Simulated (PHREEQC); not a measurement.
Solution (12 °C and 500 atm): 0.034 mol/kgw KH2PO4 and 0.00045 mol/kgw H4SiO4. Closed to the air; pH follows from the charge balance.

The numbers come from PHREEQC with the ion-association model, phreeqc.dat.

Question: The ionic strength comes out as 0.0342 mol/kgw. What activity coefficients do HPO4-2, H+, K+, H2PO4-, KHPO4- get?

Answer: HPO4-2 0.53, H+ 0.87, K+ 0.84, H2PO4- 0.86, KHPO4- 0.86.

This is a speciation only: nothing precipitates in the calculation. Examples of supersaturated solids here: Quartz (slow to form), Chalcedony (slow to form). Others may be too. Species that the database lacks are ignored. Under pressure, the constants of complexes without a molar volume in the database are unreliable. At this temperature some constants are extrapolated from 25 °C, and those without enthalpy data are left unchanged.
